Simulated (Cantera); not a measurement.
## Equilibrium for silicon carbide growth: SiH₂Cl₂ + C₂H₂ + H₂

Input: 1 mol SiH₂Cl₂, 0.14 mol C₂H₂, 39 mol H₂, held at 0.310 bar.

Method: chemical equilibrium by Gibbs-energy minimisation in Cantera with the NASA 1993 tables (ideal gas, pure condensed phases). Candidate condensed phases: C, C₆H₆, C₇H₈, C₈H₁₈, Si, SiC; 109 gas species. Mutual solubility and eutectic melting of coexisting phases are not modelled. The tables' values for SiCl₃ are old estimates; treat these amounts as uncertain. Equilibrium is a limit: real reactors are often held back by kinetics, nucleation or transport.

```tsv
T (K)	x H₂	x HCl	x SiCl₄	x SiCl₂	n Si(s)	n SiC(s)
1025	0.979	0.00963	0.00568	0.000169	0.252	0.280
1100	0.974	0.0159	0.00447	0.000527	0.317	0.280
1175	0.969	0.0233	0.00295	0.00128	0.388	0.280
1250	0.963	0.0302	0.00151	0.00238	0.450	0.280
1325	0.960	0.0348	0.000589	0.00345	0.488	0.280
1400	0.958	0.0369	0.000194	0.00420	0.503	0.280
1475	0.957	0.0376	6.25e-5	0.00466	0.505	0.280
1550	0.957	0.0378	2.13e-5	0.00496	0.503	0.280
1625	0.957	0.0377	7.83e-6	0.00519	0.498	0.280
```
x: gas mole fraction; n: condensed amount in mol.

From 1025 K to 1625 K the condensed part is Si(s) + SiC(s). The main Si-bearing gas is SiCl₄ at 1025 K and SiCl₂ at 1625 K. The share of Si in condensed phases is highest at 1475 K (78.5 %) and lowest at 1025 K (53.2 %).
